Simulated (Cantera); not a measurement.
An isothermal, constant-pressure homogeneous reactor starts with CH4 : H2 : O2 = 0.041 : 1 : 0.0023 (molar parts), equivalence ratio 250, at 1350 K and 20.3 Torr. Integrator tolerance rtol = 1e-08.

Computed with Cantera and GRI-Mech 3.0 (53 species, 325 reactions). GRI-Mech 3.0 stops at C3 and has no aromatics, soot or wall deposition, so with more carbon than oxygen in the feed, carbon stays in small species such as C2H2 where larger ones or solid carbon would form. Radical loss at walls, strong at low pressure, is not modelled.

### Question
What does this change do: temperature 1350 to 2925 K?

### Answer
```
quantity                                             before                                    after
-----------------  ----------------------------------------  ---------------------------------------
x(CH4) at 2.00 s      0.0375 (gas-phase equilibrium 0.0132)  3.25e-7 (gas-phase equilibrium 3.26e-7)
x(H2) at 2.00 s         0.957 (gas-phase equilibrium 0.972)      0.464 (gas-phase equilibrium 0.464)
x(O2) at 2.00 s      3.73e-6 (gas-phase equilibrium <1e-12)    <1e-12 (gas-phase equilibrium <1e-12)
x(C2H2) at 2.00 s  0.000772 (gas-phase equilibrium 0.00997)    0.0103 (gas-phase equilibrium 0.0103)
x(CH3) at 2.00 s    9.80e-6 (gas-phase equilibrium 3.89e-6)  5.87e-6 (gas-phase equilibrium 5.89e-6)
```
